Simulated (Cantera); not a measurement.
A closed system holds: 1 mol SiF₄, 3.9 mol NH₃, 13 mol H₂, 36 mol N₂, held at 802 °C and 0.0100 bar.

Method: chemical equilibrium by Gibbs-energy minimisation in Cantera with the NASA 1993 tables (ideal gas, pure condensed phases). Candidate condensed phases: Si, Si₃N₄; 37 gas species. The tables' values for SiF₃ are old estimates; treat these amounts as uncertain. Rates play no part.

Base state: N₂ 0.656, H₂ 0.326, SiF₄ 0.0171, HF 0.000665, SiHF₃ 5.66e-5, SiF₃ 1.65e-5 (mole fractions); condensed: Si₃N₄(s).

Q: What changes in the equilibrium state with this change: temperature from 802 °C to 1102 °C?

A: 
```csv
species,before,after
N₂,0.656,0.656
H₂,0.326,0.324
SiF₄,0.0171,0.0152
HF,0.000665,0.00328
SiF₂,2.56e-8,9.03e-5
H,8.38e-8,1.95e-5
SiF₃,1.65e-5,0.00138
SiHF₃,5.66e-5,0.000276
"Si₃N₄(s), mol",0.00285,0.00695
```
The tables' values for SiF₃, SiF₂ are old estimates; treat these amounts as uncertain.

Q: What changes in the equilibrium state with this change: SiF₄ replaced by SiH₄?

A: 
| species | before | after |
|---|---|---|
| N₂ | 0.656 | 0.641 |
| H₂ | 0.326 | 0.359 |
| SiF₄ | 0.0171 | 0 |
| HF | 0.000665 | 0 |
| SiHF₃ | 5.66e-5 | 0 |
| SiF₃ | 1.65e-5 | 0 |
| Si₃N₄(s), mol | 0.00285 | 0.333 |

Q: What changes in the equilibrium state with this change: SiF₄ replaced by SiH₂Cl₂?

A: 
```json
[
 {"species": "N₂", "before": "0.656", "after": "0.641"},
 {"species": "H₂", "before": "0.326", "after": "0.324"},
 {"species": "HCl", "before": "0", "after": "0.0344"},
 {"species": "SiF₄", "before": "0.0171", "after": "0"},
 {"species": "HF", "before": "0.000665", "after": "0"},
 {"species": "SiHF₃", "before": "5.66e-5", "after": "0"},
 {"species": "Si₃N₄(s), mol", "before": "0.00285", "after": "0.333"}
]
```
Further candidate phases: NH₄Cl.
